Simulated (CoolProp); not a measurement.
R1233zd(E) along the isobar 5.35 MPa: density (kg/m³) from the reference equation and from simpler models built on Tc = 438.9 K, pc = 3.583 MPa, ω = 0.304; each cubic takes its own stable root.

Model: reference Helmholtz-energy equation of state, Akasaka 2022, in CoolProp.

```csv
T (K),phase,reference,Redlich-Kwong,Soave-Redlich-Kwong
380.3,liquid,1062,901.5,940.2
385.3,liquid,1046,885.5,922.8
390.2,liquid,1030,869.4,905.0
395.2,liquid,1012,852.3,886.1
400.2,liquid,994.0,834.6,866.3
405.2,liquid,974.8,816.2,845.5
410.2,liquid,954.7,797.0,823.5
415.1,liquid,933.8,777.4,800.8
420.1,liquid,911.0,756.4,776.2
425.1,liquid,886.5,734.3,749.9
430.1,liquid,859.8,710.8,721.6
435.1,liquid,830.2,685.9,690.9
440,supercritical,797.7,659.8,658.1
445,supercritical,759.5,631.0,621.2
450,supercritical,714.4,599.7,580.0
```
